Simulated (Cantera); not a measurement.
Cantera with NASA thermochemical tables; ideal gases at 1 bar, condensed phases pure. Values are per mole of reaction as written; species without (g) are pure solids or liquids, kept so even where they would boil at 1 bar.

4 TiOCl₂(g) + O₂(g) = 8 Cl(g) + 2 Ti₂O₃

```json
[
 {"T (K)": "1675", "ΔH° (kJ)": "256.9", "ΔS° (J/K)": "163.1", "ΔG° (kJ)": "-16.3", "log10 K": "0.51"},
 {"T (K)": "1725", "ΔH° (kJ)": "?", "ΔS° (J/K)": "?", "ΔG° (kJ)": "?", "log10 K": "?"},
 {"T (K)": "1775", "ΔH° (kJ)": "267.7", "ΔS° (J/K)": "169.4", "ΔG° (kJ)": "-32.9", "log10 K": "0.97"},
 {"T (K)": "1825", "ΔH° (kJ)": "273.1", "ΔS° (J/K)": "172.4", "ΔG° (kJ)": "-41.5", "log10 K": "1.19"},
 {"T (K)": "1875", "ΔH° (kJ)": "278.5", "ΔS° (J/K)": "175.3", "ΔG° (kJ)": "-50.1", "log10 K": "1.40"},
 {"T (K)": "1925", "ΔH° (kJ)": "283.9", "ΔS° (J/K)": "178.1", "ΔG° (kJ)": "-59.0", "log10 K": "1.60"},
 {"T (K)": "1975", "ΔH° (kJ)": "?", "ΔS° (J/K)": "?", "ΔG° (kJ)": "?", "log10 K": "?"},
 {"T (K)": "2025", "ΔH° (kJ)": "?", "ΔS° (J/K)": "?", "ΔG° (kJ)": "?", "log10 K": "?"},
 {"T (K)": "2075", "ΔH° (kJ)": "300.2", "ΔS° (J/K)": "186.3", "ΔG° (kJ)": "-86.3", "log10 K": "2.17"}
]
```

Complete the blanks.


- 1725, ΔH° (kJ): 262.3
- 1725, ΔS° (J/K): 166.3
- 1725, ΔG° (kJ): -24.5
- 1725, log10 K: 0.74
- 1975, ΔH° (kJ): 289.4
- 1975, ΔS° (J/K): 180.9
- 1975, ΔG° (kJ): -68.0
- 1975, log10 K: 1.80
- 2025, ΔH° (kJ): 294.8
- 2025, ΔS° (J/K): 183.6
- 2025, ΔG° (kJ): -77.1
- 2025, log10 K: 1.99
